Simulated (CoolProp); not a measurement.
Properties of cyclohexane along the isobar 15.8 MPa.

Computed with CoolProp (reference Helmholtz-energy equation of state, Zhou 2014).

| T (K) | phase | density (kg/m³) | cv (kJ/(kg K)) | isothermal compressibility (1/MPa) |
|---|---|---|---|---|
| 457.9 | liquid | ___ | ___ | 0.003345 |
| 468.2 | liquid | 631.8 | 2.138 | 0.003681 |
| 478.5 | liquid | 621.4 | 2.184 | 0.004063 |
| 488.8 | liquid | 610.8 | 2.230 | 0.004496 |
| 499.1 | liquid | 600.0 | ___ | 0.004990 |
| 509.4 | liquid | 589.0 | 2.320 | 0.005555 |
| 519.7 | liquid | 577.7 | 2.364 | 0.006202 |
| 530 | liquid | 566.1 | ___ | 0.006944 |
| 540.3 | liquid | 554.2 | 2.450 | ___ |
| 550.6 | liquid | 542.1 | 2.492 | 0.008773 |
| 560.9 | supercritical | 529.7 | 2.534 | 0.009896 |
| 571.2 | supercritical | 517.0 | 2.575 | 0.01118 |
| 581.5 | supercritical | 504.0 | ___ | 0.01266 |

Some entries are withheld; supply them.


- 457.9, density (kg/m³): 642.0
- 457.9, cv (kJ/(kg K)): 2.091
- 499.1, cv (kJ/(kg K)): 2.275
- 530, cv (kJ/(kg K)): 2.407
- 540.3, isothermal compressibility (1/MPa): 0.007795
- 581.5, cv (kJ/(kg K)): 2.616
